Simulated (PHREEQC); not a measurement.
Make-up at 25 °C: 1.2 mol/kgw NaCl, 0.023 mol/kgw Na2SO4 and 1.6 mol/kgw LiCl. Closed to the air; pH follows from the charge balance.

Model: Pitzer model, pitzer.dat, run in PHREEQC.

```
Quantity                    Value
-------------------  ------------
ionic strength       2.87 mol/kgw
activity of water           0.888
density               1.078 g/cm³
osmotic coefficient         1.159
```

```csv
species,molality,activity,log γ
Cl-,2.80,1.59,-0.244
Li+,1.60,2.85,0.250
Na+,1.25,1.40,0.049
SO4-2,0.0230,0.000453,-1.705
OH-,1.48e-7,3.78e-8,-0.592
H+,1.11e-7,2.38e-7,0.332
HSO4-,3.74e-8,1.03e-8,-0.562
```

No solid was allowed to form.
